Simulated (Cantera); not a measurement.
What does this Cantera script print?

```python
import numpy as np
import cantera as ct

gas_names = """
    F FO FO2 F2 F2O H HF HOF HO2 H2 H2F2 H2O H2O2 H3F3 H4F4 H5F5 H6F6 H7F7 O OH O2 O3
""".split()
cond_names = """
    H2O(s) H2O(L)
""".split()


# ... load() reads the species with a 1 bar reference pressure and builds the phases ...
atoms = {
    'HF': {'H': 1, 'F': 1},
    'H2O': {'H': 2, 'O': 1},
    'H2': {'H': 2},
}
top_T = {}  # K; cautious upper limits of use, not melting points


# ... equilibrate(T, P, feed) seeds the gas with the atoms and calls Mixture.equilibrate('TP', solver="vcs", rtol=1e-11, max_steps=5000) ...
results = []
feed = {'HF': 1, 'H2O': 0.28, 'H2': 6.4}  # mol
T = 1850  # K
P = 17  # Pa
mix = equilibrate(T, P, feed)
results.append((T, P, feed, dict(zip(mix.species_names, mix.species_moles))))
print(gas.report(threshold=1e-06))
for i in range(1, mix.n_phases):
    print(f"{mix.phase(i).name:16s} {mix.phase_moles(i):12.5e} mol")
```

Output:

```
       temperature   1850 K
          pressure   17 Pa
           density   5.3605e-06 kg/m^3
  mean mol. weight   4.8502 kg/kmol
   phase of matter   gas

                          1 kg             1 kmol
                     ---------------   ---------------
          enthalpy        2.5841e+06        1.2533e+07  J
   internal energy       -5.8731e+05       -2.8485e+06  J
           entropy             55797        2.7062e+05  J/K
    Gibbs function       -1.0064e+08       -4.8812e+08  J
 heat capacity c_p            6964.6             33779  J/K
 heat capacity c_v            5250.3             25465  J/K

                      mass frac. Y      mole frac. X     chem. pot. / RT
                     ---------------   ---------------   ---------------
                 F        4.9227e-06        1.2567e-06             -38.8
                 H         0.0076778          0.036943           -14.069
                HF           0.52713           0.12779           -52.869
                H2           0.33231           0.79948           -28.138
               H2O           0.13244          0.035656           -54.869
                 O        1.4144e-05         4.288e-06           -26.731
                OH        0.00042684        0.00012173             -40.8
     [  +15 minor]        5.5477e-07        8.4085e-08
```

These are equilibrium values from Cantera (NASA tables, ideal gas, pure condensed phases), not measurements of a reactor.
